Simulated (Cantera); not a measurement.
## FeS + H₂ + H₂O (hydrogen reduction and annealing atmospheres)

Input: 1 mol FeS, 560 mol H₂, 9.5 mol H₂O, equilibrated at 10.0 mbar.

Equilibrium computed with Cantera from the NASA thermochemical tables; the gas is ideal and each condensed phase is pure. Candidate condensed phases: Fe, FeO, Fe(OH)₂, Fe(OH)₃, FeS, FeSO₄, FeS₂, Fe₂O₃, Fe₂(SO₄)₃, Fe₃O₄, H₂O, H₂SO₄, S; 22 gas species. FeS: taken at fixed stoichiometry. Gases not in the tables: S₃ to S₇. Equilibrium is a limit: real reactors are often held back by kinetics, nucleation or transport.

```
T (K)  log p H₂  log p H  log p H₂O  log p H₂S  log p Fe  log p SH  n Fe(α)  n FeS(s)  n Fe(γ)  n Fe(δ)
-----  --------  -------  ---------  ---------  --------  --------  -------  --------  -------  -------
675       -2.01     <-14      -3.78      -6.63      <-14      <-14   0.0135     0.986        0        0
825       -2.01   -12.10      -3.78      -5.69      <-14    -11.73    0.116     0.884        0        0
975       -2.01    -9.95      -3.78      -5.05      <-14     -9.49    0.503     0.497        0        0
1125      -2.01    -8.36      -3.78      -4.76    -11.47     -8.02     1.00         0        0        0
1275      -2.01    -7.14      -3.78      -4.76     -9.28     -7.12        0         0    1.000        0
1425      -2.01    -6.17      -3.78      -4.77     -7.55     -6.42        0         0    0.998        0
1575      -2.01    -5.39      -3.78      -4.81     -6.17     -5.88        0         0    0.961        0
1725      -2.01    -4.74      -3.78      -4.91     -5.03     -5.50        0         0        0    0.462
1875      -2.01    -4.19      -3.78      -5.07     -4.76     -5.27        0         0        0        0
2025      -2.02    -3.72      -3.78      -5.31     -4.76     -5.16        0         0        0        0
2175      -2.03    -3.33      -3.79      -5.61     -4.77     -5.17        0         0        0        0
```
log p: log10 of the partial pressure in bar; n: condensed amount in mol.

From 675 K to 975 K the condensed part is Fe(α) + FeS(s). At 1125 K the condensed part is Fe(α). From 1275 K to 1575 K the condensed part is Fe(γ). At 1725 K the condensed part is Fe(δ). From 1875 K to 2175 K nothing is condensed.
